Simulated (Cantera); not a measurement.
An adiabatic, constant-volume homogeneous reactor starts with C₂H₄ : O₂ : N₂ : H₂O = 1 : 1.36 : 5.13 : 1.8 (molar parts), at 1150 K and 1.01 bar. Integrator tolerance rtol = 1e-08.

Model: GRI-Mech 3.0 (53 species, 325 reactions), integrated in Cantera. GRI-Mech 3.0 was tuned for natural gas; its chemistry of ethylene as a main component is partial and can be far from experiment.

```csv
quantity,before,after
time of steepest temperature rise,2.45 ms,2.45 ms
temperature at 0.900 s,2496 K,2216 K
equilibrium temperature,2496 K,2216 K
x(C₂H₄) at 0.900 s,<1e-12 (gas-phase equilibrium <1e-12),<1e-12 (gas-phase equilibrium <1e-12)
x(O₂) at 0.900 s,2.35e-5 (gas-phase equilibrium 2.35e-5),2.60e-6 (gas-phase equilibrium 2.60e-6)
x(H₂O) at 0.900 s,0.195 (gas-phase equilibrium 0.195),0.194 (gas-phase equilibrium 0.194)
x(CH₂CO) at 0.900 s,<1e-12 (gas-phase equilibrium <1e-12),<1e-12 (gas-phase equilibrium <1e-12)
x(NO) at 0.900 s,0.000186 (gas-phase equilibrium 0.000186),3.56e-5 (gas-phase equilibrium 3.56e-5)
x(HCO) at 0.900 s,3.29e-7 (gas-phase equilibrium 3.29e-7),8.14e-8 (gas-phase equilibrium 8.14e-8)
```

Q: What was changed between the two runs?
(A) initial temperature 1150 to 1798 K
(B) initial temperature 1150 to 1425 K
(C) constant pressure in place of constant volume
(D) initial temperature 1150 to 1750 K

A: C, constant pressure in place of constant volume
